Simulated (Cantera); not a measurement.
A perfectly stirred reactor is fed with H2 : O2 : N2 = 1.2 : 1 : 0.73 (molar parts), equivalence ratio 0.60, at 750 Torr; it is held at 1200 K, and followed from long to short residence time.

Detailed kinetics in Cantera: GRI-Mech 3.0 (53 species, 325 reactions). The temperature is held fixed by assumption; the heat of reaction is taken as removed at once.

x: mole fraction; the columns are a selection and need not sum to one.

| τ (s) | x H2 | x O2 | x O | x OH | x NO | x H |
|---|---|---|---|---|---|---|
| 1.3 | 0.00100 | 0.172 | 1.65e-6 | 1.90e-5 | 1.68e-8 | 5.05e-7 |
| 0.39 | (withheld) | 0.173 | (withheld) | (withheld) | 2.03e-8 | (withheld) |
| 0.12 | 0.00446 | 0.173 | 1.18e-5 | 4.45e-5 | 1.98e-8 | 4.99e-6 |
| 0.037 | 0.00866 | 0.175 | 2.82e-5 | 7.23e-5 | 1.87e-8 | 1.52e-5 |
| 0.011 | 0.0150 | 0.178 | 6.90e-5 | 0.000136 | 2.26e-8 | 4.78e-5 |
| 0.0035 | (withheld) | 0.180 | (withheld) | (withheld) | (withheld) | (withheld) |
| 0.0011 | 0.0314 | 0.184 | 0.000400 | 0.000614 | 8.13e-8 | 0.000439 |

### Question
What belongs in the gaps?

### Answer

- 0.39, x H2: 0.00216
- 0.39, x O: 4.61e-6
- 0.39, x OH: 2.90e-5
- 0.39, x H: 1.61e-6
- 0.0035, x H2: 0.0219
- 0.0035, x O: 0.000166
- 0.0035, x OH: 0.000286
- 0.0035, x NO: 3.92e-8
- 0.0035, x H: 0.000143
